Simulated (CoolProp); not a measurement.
Vapour-liquid equilibrium of benzene (1) + octamethylcyclotetrasiloxane (D4) (2) at 0.69 MPa; x and y are mole fractions of (1).

Values from CoolProp's multi-fluid Helmholtz-energy mixture model, Thol 2012 and Thol 2015; pair parameters Bell 2016.

Task: Give the bubble temperature and the first vapour's composition at x = 0.55, 0.65, 0.85. Is there an azeotrope?

Result: x = 0.55: 194.5 °C, y = 0.870; x = 0.65: 184.6 °C, y = 0.919; x = 0.85: 168.2 °C, y = 0.978. No azeotrope shows between x = 0.05 and 0.95.

The pair parameters rest on a limited set of measurements; away from them the model extrapolates.
